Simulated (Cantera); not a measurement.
## Diamond growth

A diamond (100) surface in a fixed gas of H2 with x(CH4) = 0.013, x(H) = 0.011, at 1375 K, 82.5 Torr; coverages are run to steady state.

Cantera simulation using the Harris–Goodwin 1993 mechanism for the reconstructed diamond (100) surface; the numbers are that mechanism's predictions, not measurements.

```json
[
 {"x(CH3)": "1e-06", "growth (µm/h)": "0.0373", "θ c6HH": "0.343", "θ c6H*": "0.0573", "θ c6*H": "0.541", "θ c6**": "0.0584", "θ c6HM": "1.25e-6"},
 {"x(CH3)": "2.8e-06", "growth (µm/h)": "0.104", "θ c6HH": "0.343", "θ c6H*": "0.0573", "θ c6*H": "0.541", "θ c6**": "0.0584", "θ c6HM": "3.51e-6"},
 {"x(CH3)": "7.6e-06", "growth (µm/h)": "0.283", "θ c6HH": "0.343", "θ c6H*": "0.0573", "θ c6*H": "0.541", "θ c6**": "0.0584", "θ c6HM": "9.52e-6"},
 {"x(CH3)": "2.1e-05", "growth (µm/h)": "0.782", "θ c6HH": "0.343", "θ c6H*": "0.0573", "θ c6*H": "0.541", "θ c6**": "0.0584", "θ c6HM": "2.63e-5"},
 {"x(CH3)": "5.7e-05", "growth (µm/h)": "2.12", "θ c6HH": "0.343", "θ c6H*": "0.0573", "θ c6*H": "0.541", "θ c6**": "0.0583", "θ c6HM": "7.14e-5"},
 {"x(CH3)": "0.00016", "growth (µm/h)": "5.94", "θ c6HH": "0.343", "θ c6H*": "0.0573", "θ c6*H": "0.541", "θ c6**": "0.0582", "θ c6HM": "0.000200"},
 {"x(CH3)": "0.00043", "growth (µm/h)": "15.9", "θ c6HH": "0.343", "θ c6H*": "0.0572", "θ c6*H": "0.541", "θ c6**": "0.0578", "θ c6HM": "0.000536"},
 {"x(CH3)": "0.0012", "growth (µm/h)": "43.7", "θ c6HH": "0.342", "θ c6H*": "0.0571", "θ c6*H": "0.539", "θ c6**": "0.0568", "θ c6HM": "0.00148"},
 {"x(CH3)": "0.0033", "growth (µm/h)": "116", "θ c6HH": "0.341", "θ c6H*": "0.0567", "θ c6*H": "0.535", "θ c6**": "0.0542", "θ c6HM": "0.00398"}
]
```
θ: site fractions in the mechanism's names (c6HH fully hydrogenated, c6H* and c6*H radical sites, c6** diradical, c6HM methylated).
